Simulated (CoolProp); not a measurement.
Vapour-liquid equilibrium of R114 (1) + n-heptane (2) at 0.109 MPa; x and y are mole fractions of (1).

Model: multi-fluid Helmholtz-energy mixture model, Platzer 1990 and Span 2003; pair parameters Bell 2016, in CoolProp. This equation is an older, rougher fit; its heat capacities, sound speeds and derivatives of the liquid may be far off and weren't checked against measurements.

```csv
x,bubble temperature (°C),y at the bubble point,dew temperature at overall composition x (°C),liquid density (mol/L)
0.05,77.7,0.526,99.1,6.381
0.125,54.5,0.809,96.4,6.693
0.2,40.7,0.899,93.5,6.929
0.275,32.0,0.937,90.3,7.127
0.35,26.1,0.956,87.0,7.305
0.425,21.9,0.967,83.3,7.474
0.5,18.7,0.974,79.2,7.639
0.575,16.2,0.979,74.6,7.804
0.65,14.1,0.984,69.4,7.971
0.725,12.2,0.987,63.2,8.142
0.8,10.4,0.990,55.5,8.321
0.875,8.7,0.994,45.1,8.509
0.95,6.8,0.997,28.1,8.709
```

No azeotrope shows between x = 0.05 and 0.95.

The pair parameters rest on a limited set of measurements; away from them the model extrapolates.
